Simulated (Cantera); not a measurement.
What does this Cantera script print?

```python
import numpy as np
import cantera as ct

gas_names = """
    H HO2 H2 H2O H2O2 Hg O OH O2 O3
""".split()
cond_names = """
    H2O(s) H2O(L) Hg(cr) Hg(L) HgO(s)
""".split()


def load(file, names, dense=False):
    # The tables refer to 1 bar. Condensed volumes are neglected.
    table = {s.name: s for s in ct.Species.list_from_file(file)}
    out = []
    for n in names:
        d = dict(table[n].input_data)
        d["thermo"] = dict(d["thermo"], **{"reference-pressure": 1e5})
        if dense:
            d["equation-of-state"] = {"model": "constant-volume", "density": "1e6 g/cm^3"}
        out.append(ct.Species.from_dict(d))
    return out


gas = ct.Solution(thermo="ideal-gas", species=load("nasa_gas.yaml", gas_names))
cond = {s.name: ct.Solution(thermo="fixed-stoichiometry", species=[s], name=s.name)
        for s in load("nasa_condensed.yaml", cond_names, dense=True)}
atoms = {
    'HgO': {'Hg': 1, 'O': 1},
    'O2': {'O': 2},
    'H2': {'H': 2},
}
top_T = {}  # K; cautious upper limits of use, not melting points


def equilibrate(T, P, feed):
    n = {}
    for name, mol in feed.items():
        for a, k in atoms[name].items():
            n[a] = n.get(a, 0.0) + k * mol
    gas.TPX = T, P, n
    mass = sum(n.values()) * gas.mean_molecular_weight
    gas.equilibrate("TP")
    valid = [c for c in cond.values() if c.min_temp <= T <= top_T.get(c.name, c.max_temp)]
    mix = ct.Mixture([(gas, mass / gas.mean_molecular_weight)] + [(c, 0.0) for c in valid])
    mix.T, mix.P = T, P
    mix.equilibrate("TP", solver="vcs", rtol=1e-11, max_steps=5000)
    return mix


results = []
T = 623.15  # K
P = 1800  # Pa
for m in [6.5, 10, 16, 25, 40, 63, 99]:
    feed = {'HgO': 1, 'O2': 0.76, 'H2': m}  # mol
    mix = equilibrate(T, P, feed)
    results.append((T, P, feed, dict(zip(mix.species_names, mix.species_moles))))

top = {s: max(r[3][s] / sum(r[3][g] for g in gas_names) for r in results) for s in gas_names}
cols = sorted((s for s in top if top[s] > 1e-06), key=lambda s: -top[s])[:5]
seen = [c for c in cond_names if any(r[3].get(c, 0) > 1e-12 for r in results)]
print("log10 of partial pressures in bar; condensed amounts in mol")
print(f"{'n(H2)':>10s}" + "".join(f"{s[:9]:>10s}" for s in cols + seen))
for T, P, feed, n in results:
    ng = sum(n[g] for g in gas_names)
    print(f"{feed['H2']:10.4g}" + "".join(f"{np.log10(max(n[s] / ng * P / 1e5, 1e-99)):10.3f}" for s in cols)
          + "".join(f"{n.get(c, 0):10.4g}" for c in seen))
```

Output:

```
log10 of partial pressures in bar; condensed amounts in mol
     n(H2)        H2       H2O        Hg
       6.5    -2.020    -2.218    -2.620
        10    -1.912    -2.385    -2.786
        16    -1.845    -2.574    -2.975
        25    -1.808    -2.758    -3.160
        40    -1.784    -2.956    -3.358
        63    -1.769    -3.150    -3.551
        99    -1.760    -3.343    -3.745
```

Cantera equilibrium calculation (NASA polynomials, part measured and part estimated; ideal gas, pure solids and liquids).
